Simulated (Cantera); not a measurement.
What does this Cantera script print?

```python
import numpy as np
import cantera as ct

gas_names = """
    H H2 Hg N NH NH2 NH3 N2 N2H2 N2H4
""".split()
cond_names = """
    Hg(cr) Hg(L)
""".split()


# ... load() reads the species with a 1 bar reference pressure and builds the phases ...
atoms = {
    'Hg': {'Hg': 1},
    'H2': {'H': 2},
    'N2': {'N': 2},
}
top_T = {}  # K; cautious upper limits of use, not melting points


# ... equilibrate(T, P, feed) seeds the gas with the atoms and calls Mixture.equilibrate('TP', solver="vcs", rtol=1e-11, max_steps=5000) ...
results = []
feed = {'Hg': 1, 'H2': 5.3, 'N2': 0.37}  # mol
T = 598.15  # K
P = 133.322  # Pa
mix = equilibrate(T, P, feed)
results.append((T, P, feed, dict(zip(mix.species_names, mix.species_moles))))
x = sorted(zip(gas.X, gas.species_names), reverse=True)
print(f"T = {T:g} K  P = {P:g} Pa  gas = {mix.phase_moles(0):.4g} mol")
print("   x: " + "  ".join(f"{s} {v:.3e}" for v, s in x if v > 0.001))
print("   condensed (mol): " + ("  ".join(f"{mix.phase(i).name} {mix.phase_moles(i):.4g}"
      for i in range(1, mix.n_phases) if mix.phase_moles(i) > 1e-12) or "none"))
```

Output:

```
T = 598.15 K  P = 133.322 Pa  gas = 6.67 mol
   x: H2 7.946e-01  Hg 1.499e-01  N2 5.547e-02
   condensed (mol): none
```

These are equilibrium values from Cantera (NASA tables, ideal gas, pure condensed phases), not measurements of a reactor.
